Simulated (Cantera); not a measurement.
## CH4 + NH3 + H2 (carbon deposition, reforming and gasification)

Input: 1 mol CH4, 0.012 mol NH3, 32 mol H2, equilibrated at 3680 Torr.

Cantera equilibrium calculation (NASA polynomials, part measured and part estimated; ideal gas, pure solids and liquids). Candidate condensed phases: C, C6H6, C7H8, C8H18; 92 gas species. Rates play no part.

```tsv
T (K)	x H2	x CH4	x C2H2 (acetylene)	x H	x N2	n C(graphite)
1223	0.970	0.0303	3.70e-8	1.34e-7	0.000176	0
1273	0.970	0.0303	1.76e-7	3.17e-7	0.000177	0
1323	0.970	0.0303	7.47e-7	7.05e-7	0.000177	0
1373	0.976	0.0235	1.69e-6	1.49e-6	0.000175	0.217
1423	0.982	0.0180	3.37e-6	2.97e-6	0.000173	0.397
1473	0.986	0.0140	6.41e-6	5.67e-6	0.000171	0.529
1523	0.989	0.0110	1.17e-5	1.04e-5	0.000168	0.626
1573	0.991	0.00883	2.05e-5	1.83e-5	0.000165	0.699
1623	0.993	0.00716	3.46e-5	3.11e-5	0.000161	0.754
1673	0.994	0.00588	5.66e-5	5.13e-5	0.000156	0.795
1723	0.995	0.00488	9.00e-5	8.22e-5	0.000150	0.825
1773	0.995	0.00409	0.000139	0.000128	0.000143	0.848
1823	0.996	0.00347	0.000210	0.000195	0.000135	0.863
1873	0.996	0.00296	0.000311	0.000291	0.000126	0.873
```
x: gas mole fraction; n: condensed amount in mol.

From 1223 K to 1323 K nothing is condensed. From 1373 K to 1873 K the condensed part is C(graphite). The main C-bearing gas is CH4 throughout.
